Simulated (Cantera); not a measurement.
Feed: 1 mol toluene, 0.026 mol CO2, 8.6 mol N2, at 530000 Pa.

Equilibrium computed with Cantera from the NASA thermochemical tables; the gas is ideal and each condensed phase is pure. Candidate condensed phases: C, C6H6, C7H8, C8H18, H2O; 169 gas species. Ions and electrons are included (thermal ionisation). The numbers say what is thermodynamically allowed, not how fast it happens.

Task: What share of the C ends up in condensed phases as a function of T (K), at 3000, 3500, 4000, 4500, 5000?

Result: 
```tsv
T (K)	C condensed (%)	as
3000	76.4	C(graphite)
3500	47.1	C(graphite)
4000	0.0	-
4500	0.0	-
5000	0.0	-
```
